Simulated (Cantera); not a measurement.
Feed: 1 mol C3H6, 77 mol H2, held at 1.00 bar.

Equilibrium computed with Cantera from the NASA thermochemical tables; the gas is ideal and each condensed phase is pure. Candidate condensed phases: C, C6H6, C7H8, C8H18; 76 gas species. Equilibrium is a limit: real reactors are often held back by kinetics, nucleation or transport. All values below are at 1125 K.

Base state: H2 0.973, CH4 0.0273 (mole fractions); condensed: C(graphite).

Task: What changes in the equilibrium state with this change: pressure from 1.00 bar to 15.0 bar?

Result: 
```json
[
 {"species": "H2", "before": "0.973", "after": "0.961"},
 {"species": "CH4", "before": "0.0273", "after": "0.0390"},
 {"species": "C(graphite), mol", "before": "0.874", "after": "0"}
]
```
